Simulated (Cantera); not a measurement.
What does this Cantera script print?

```python
import numpy as np
import cantera as ct

gas = ct.Solution("gri30.yaml")
gas.TPX = 1923, 36000, {'CH4': 1, 'H2O': 3.9, 'H2': 0.28}
reactor = ct.IdealGasConstPressureReactor(gas, energy="off", clone=False)
net = ct.ReactorNet([reactor])
net.rtol, net.atol = 1e-08, 1e-18
show = ['CH4', 'H2O', 'H2', 'C2H4', 'H2O2', 'CO']
times = np.geomspace(3e-06, 4, 15)

steps = ct.SolutionArray(gas, extra=["t"])
rows = []
print(f"{'t/s':>10s}{'T/K':>9s}{'P/Pa':>11s}" + "".join(f"{s:>11s}" for s in show))
for t in times:
    while net.time < t:
        t_next = net.step()
        steps.append(gas.state, t=t_next)
    rows.append([np.interp(t, steps.t, y) for y in (steps.T, steps.P, *steps(*show).X.T)])
    print(f"{t:10.3e}{rows[-1][0]:9.1f}{rows[-1][1]:11.4g}" + "".join(f"{x:11.3e}" for x in rows[-1][2:]))
rate = np.gradient(steps.T, steps.t)
print("integrator steps:", len(steps.t))
if steps.T.max() > steps.T[0] + 200:
    print(f"time of steepest temperature rise: {steps.t[rate.argmax()]:.4e} s")
gas.TPX = 1923, 36000, {'CH4': 1, 'H2O': 3.9, 'H2': 0.28}
gas.equilibrate("TP")
print(f"equilibrium (TP): T = {gas.T:.1f} K  " + "  ".join(f"{s} {gas[s].X[0]:.3e}" for s in show))
```

Result:

```
       t/s      T/K       P/Pa        CH4        H2O         H2       C2H4       H2O2         CO
 3.000e-06   1923.0    3.6e+04  1.927e-01  7.528e-01  5.420e-02  1.517e-07  8.340e-13  8.262e-11
 8.215e-06   1923.0    3.6e+04  1.920e-01  7.525e-01  5.449e-02  4.071e-06  4.108e-12  5.848e-09
 2.250e-05   1923.0    3.6e+04  1.901e-01  7.518e-01  5.543e-02  8.803e-05  2.493e-11  5.423e-07
 6.160e-05   1923.0    3.6e+04  1.825e-01  7.490e-01  6.062e-02  1.440e-03  1.384e-10  4.502e-05
 1.687e-04   1923.0    3.6e+04  1.492e-01  7.310e-01  9.566e-02  7.872e-03  3.328e-10  1.024e-03
 4.620e-04   1923.0    3.6e+04  9.151e-02  6.852e-01  1.753e-01  4.295e-03  2.981e-10  4.306e-03
 1.265e-03   1923.0    3.6e+04  4.439e-02  6.389e-01  2.471e-01  9.136e-04  2.753e-10  1.102e-02
 3.464e-03   1923.0    3.6e+04  1.962e-02  5.898e-01  3.039e-01  2.329e-04  2.661e-10  2.426e-02
 9.486e-03   1923.0    3.6e+04  1.234e-02  5.227e-01  3.616e-01  1.110e-04  1.896e-10  4.860e-02
 2.598e-02   1923.0    3.6e+04  8.182e-03  4.477e-01  4.221e-01  4.750e-05  1.109e-10  8.311e-02
 7.113e-02   1923.0    3.6e+04  3.008e-03  3.953e-01  4.655e-01  7.128e-06  7.338e-11  1.104e-01
 1.948e-01   1923.0    3.6e+04  9.782e-05  3.820e-01  4.777e-01  2.396e-08  6.600e-11  1.173e-01
 5.334e-01   1923.0    3.6e+04  4.823e-10  3.817e-01  4.779e-01  3.524e-16  6.890e-11  1.174e-01
 1.461e+00   1923.0    3.6e+04  2.981e-10  3.817e-01  4.779e-01  2.283e-17  6.890e-11  1.174e-01
 4.000e+00   1923.0    3.6e+04  2.981e-10  3.817e-01  4.779e-01  2.283e-17  6.890e-11  1.174e-01
integrator steps: 1681
equilibrium (TP): T = 1923.0 K  CH4 3.620e-10  H2O 3.817e-01  H2 4.779e-01  C2H4 2.762e-17  H2O2 6.890e-11  CO 1.174e-01
```

Computed with Cantera and GRI-Mech 3.0 (53 species, 325 reactions).
